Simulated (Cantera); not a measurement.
An isothermal, constant-pressure homogeneous reactor starts with H2 : O2 = 0.37 : 1 (molar parts), equivalence ratio 0.18, at 1400 K and 0.00730 bar. Integrator tolerance rtol = 1e-08.

Computed with Cantera and the H2/O2 subset of GRI-Mech 3.0, which has no nitrogen chemistry. Radical loss at walls, strong at low pressure, is not modelled. The temperature is held fixed by assumption; the heat of reaction is taken as removed at once.

**Question.** What does this change do: temperature 1400 to 1098 K?

**Answer.** 
```json
[
 {"quantity": "x(H2) at 6.00 s", "before": "4.32e-6 (gas-phase equilibrium 2.00e-6)", "after": "4.53e-7 (gas-phase equilibrium 5.56e-9)"},
 {"quantity": "x(O2) at 6.00 s", "before": "0.688 (gas-phase equilibrium 0.688)", "after": "0.688 (gas-phase equilibrium 0.688)"},
 {"quantity": "x(HO2) at 6.00 s", "before": "9.34e-8 (gas-phase equilibrium 1.14e-7)", "after": "1.87e-8 (gas-phase equilibrium 4.88e-9)"},
 {"quantity": "x(OH) at 6.00 s", "before": "0.000369 (gas-phase equilibrium 0.000251)", "after": "4.81e-5 (gas-phase equilibrium 5.37e-6)"},
 {"quantity": "x(H2O) at 6.00 s", "before": "0.312 (gas-phase equilibrium 0.312)", "after": "0.312 (gas-phase equilibrium 0.312)"},
 {"quantity": "x(O) at 6.00 s", "before": "1.99e-5 (gas-phase equilibrium 9.24e-6)", "after": "1.86e-6 (gas-phase equilibrium 2.32e-8)"}
]
```

**Question.** What does this change do: pressure from 0.00730 bar to 0.0133 bar?

**Answer.** 
```json
[
 {"quantity": "x(H2) at 6.00 s", "before": "4.32e-6 (gas-phase equilibrium 2.00e-6)", "after": "1.62e-6 (gas-phase equilibrium 1.48e-6)"},
 {"quantity": "x(O2) at 6.00 s", "before": "0.688 (gas-phase equilibrium 0.688)", "after": "0.688 (gas-phase equilibrium 0.688)"},
 {"quantity": "x(HO2) at 6.00 s", "before": "9.34e-8 (gas-phase equilibrium 1.14e-7)", "after": "1.29e-7 (gas-phase equilibrium 1.32e-7)"},
 {"quantity": "x(OH) at 6.00 s", "before": "0.000369 (gas-phase equilibrium 0.000251)", "after": "0.000226 (gas-phase equilibrium 0.000216)"},
 {"quantity": "x(H2O) at 6.00 s", "before": "0.312 (gas-phase equilibrium 0.312)", "after": "0.312 (gas-phase equilibrium 0.312)"},
 {"quantity": "x(O) at 6.00 s", "before": "1.99e-5 (gas-phase equilibrium 9.24e-6)", "after": "7.48e-6 (gas-phase equilibrium 6.84e-6)"}
]
```
